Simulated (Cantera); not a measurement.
Feed: 1 mol Si3H8, 0.049 mol Cl2, a varied amount of N2, equilibrated at 1100 K and 2.40 mbar.

Method: chemical equilibrium by Gibbs-energy minimisation in Cantera with the NASA 1993 tables (ideal gas, pure condensed phases). Candidate condensed phases: NH4Cl, Si, Si3N4; 28 gas species. The feed counts by its element totals alone. N2 is the only nitrogen source here; it is nearly inert below about 1500 K, so the nitride shown seldom forms there in practice. Equilibrium is a limit: real reactors are often held back by kinetics, nucleation or transport.

Task: At 77 mol N2, list the 3 most abundant gas species with their mole fractions, and the condensed phases.

Result: N2 0.949, H2 0.0500, HCl 0.00124. Condensed: Si3N4(s).
